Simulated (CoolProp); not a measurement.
trans-2-butene along the isobar 2240 kPa: fugacity coefficient from the reference equation and from simpler models built on Tc = 428.6 K, pc = 4019 kPa, ω = 0.210; each cubic takes its own stable root.

The numbers come from the reference Helmholtz-energy equation of state, Lemmon 2005 in CoolProp. It is a short technical equation, of lower accuracy than the large ones.

```json
[
 {"T (K)": "256.5", "phase": "liquid", "reference": "0.02341", "van der Waals": "0.1599", "Redlich-Kwong": "0.03835", "Soave-Redlich-Kwong": "0.02316", "Peng-Robinson": "0.02339"},
 {"T (K)": "273.3", "phase": "liquid", "reference": "0.04594", "van der Waals": "0.2204", "Redlich-Kwong": "0.07096", "Soave-Redlich-Kwong": "0.04599", "Peng-Robinson": "0.04588"},
 {"T (K)": "290.1", "phase": "liquid", "reference": "0.08189", "van der Waals": "0.2919", "Redlich-Kwong": "0.1194", "Soave-Redlich-Kwong": "0.08283", "Peng-Robinson": "0.08188"},
 {"T (K)": "306.9", "phase": "liquid", "reference": "0.1349", "van der Waals": "0.3737", "Redlich-Kwong": "0.1860", "Soave-Redlich-Kwong": "0.1375", "Peng-Robinson": "0.1350"},
 {"T (K)": "323.7", "phase": "liquid", "reference": "0.2078", "van der Waals": "0.4647", "Redlich-Kwong": "0.2719", "Soave-Redlich-Kwong": "0.2132", "Peng-Robinson": "0.2084"},
 {"T (K)": "340.5", "phase": "liquid", "reference": "0.3026", "van der Waals": "0.5633", "Redlich-Kwong": "0.3766", "Soave-Redlich-Kwong": "0.3117", "Peng-Robinson": "0.3038"},
 {"T (K)": "357.3", "phase": "liquid", "reference": "0.4197", "van der Waals": "0.6678", "Redlich-Kwong": "0.4984", "Soave-Redlich-Kwong": "0.4330", "Peng-Robinson": "0.4213"},
 {"T (K)": "374.1", "phase": "liquid", "reference": "0.5580", "van der Waals": "0.7685", "Redlich-Kwong": "0.6337", "Soave-Redlich-Kwong": "0.5750", "Peng-Robinson": "0.5591"},
 {"T (K)": "390.9", "phase": "liquid", "reference": "0.7140", "van der Waals": "0.7930", "Redlich-Kwong": "0.7573", "Soave-Redlich-Kwong": "0.7323", "Peng-Robinson": "0.7123"},
 {"T (K)": "407.7", "phase": "gas", "reference": "0.7751", "van der Waals": "0.8137", "Redlich-Kwong": "0.7860", "Soave-Redlich-Kwong": "0.7820", "Peng-Robinson": "0.7652"},
 {"T (K)": "424.5", "phase": "gas", "reference": "0.8043", "van der Waals": "0.8316", "Redlich-Kwong": "0.8101", "Soave-Redlich-Kwong": "0.8094", "Peng-Robinson": "0.7927"},
 {"T (K)": "441.3", "phase": "gas", "reference": "0.8285", "van der Waals": "0.8471", "Redlich-Kwong": "0.8307", "Soave-Redlich-Kwong": "0.8327", "Peng-Robinson": "0.8162"},
 {"T (K)": "458.1", "phase": "gas", "reference": "0.8488", "van der Waals": "0.8608", "Redlich-Kwong": "0.8484", "Soave-Redlich-Kwong": "0.8528", "Peng-Robinson": "0.8365"},
 {"T (K)": "474.9", "phase": "gas", "reference": "0.8661", "van der Waals": "0.8729", "Redlich-Kwong": "0.8638", "Soave-Redlich-Kwong": "0.8701", "Peng-Robinson": "0.8542"},
 {"T (K)": "491.7", "phase": "gas", "reference": "0.8810", "van der Waals": "0.8836", "Redlich-Kwong": "0.8773", "Soave-Redlich-Kwong": "0.8853", "Peng-Robinson": "0.8697"}
]
```

At some of these states van der Waals, Redlich-Kwong gives the other phase, because its saturation line lies elsewhere.
